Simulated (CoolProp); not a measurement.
Computed with CoolProp (reference Helmholtz-energy equation of state, Lemmon 2009).

Give the vapour pressure (MPa), vapour Z, liquid viscosity (µPa s), vapour viscosity (µPa s) of saturated propane at 44.25 °C.


```json
[
 {"T (°C)": "44.25", "p (MPa)": "1.51", "vapour Z": "0.752", "liquid viscosity (µPa s)": "79.1", "vapour viscosity (µPa s)": "9.10"}
]
```

Viscosity comes from a separate model (Vogel 1998).
